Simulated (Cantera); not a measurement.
An isothermal, constant-pressure homogeneous reactor starts with 1.61 % H2, 50.5 % O2, 47.9 % N2, equivalence ratio 0.016, at 1425 K and 0.00188 atm.

Detailed kinetics in Cantera: GRI-Mech 3.0 (53 species, 325 reactions). Radical loss at walls, strong at low pressure, is not modelled.

**Question.** Predict: x(H2) at 30.0 s; x(O2) at 30.0 s; x(NO) at 30.0 s; x(OH) at 30.0 s; x(H) at 30.0 s; x(H2O2) at 30.0 s.

**Answer.** 
```json
{
 "x(H2) at 30.0 s": "4.43e-5 (gas-phase equilibrium 3.49e-7)",
 "x(O2) at 30.0 s": "0.498 (gas-phase equilibrium 0.500)",
 "x(NO) at 30.0 s": "1.25e-6 (gas-phase equilibrium 0.00101)",
 "x(OH) at 30.0 s": "0.00106 (gas-phase equilibrium 9.46e-5)",
 "x(H) at 30.0 s": "0.000138 (gas-phase equilibrium 9.31e-8)",
 "x(H2O2) at 30.0 s": "1.21e-9 (gas-phase equilibrium 6.58e-11)"
}
```
